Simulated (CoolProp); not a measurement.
Aqueous potassium acetate as a coolant, 10 % by mass, freezing at -4.5 °C, 1 atm.

The numbers come from the Melinder's fits for secondary coolants in CoolProp.

| T (°C) | density (kg/m³) | viscosity (mPa s) | Prandtl number | conductivity (W/(m K)) |
|---|---|---|---|---|
| -3.5 | 1056 | 2.56 | 18.4 | 0.528 |
| 1.8 | 1055 | 2.13 | 15.1 | 0.537 |
| 7 | 1054 | 1.81 | 12.6 | 0.545 |
| 12.2 | 1053 | 1.56 | 10.8 | 0.553 |
| 17.4 | 1052 | 1.36 | 9.27 | 0.561 |
| 22.6 | 1050 | 1.20 | 8.09 | 0.569 |
| 27.9 | 1049 | 1.07 | 7.10 | 0.577 |
| 33.1 | 1047 | 0.961 | 6.31 | 0.584 |
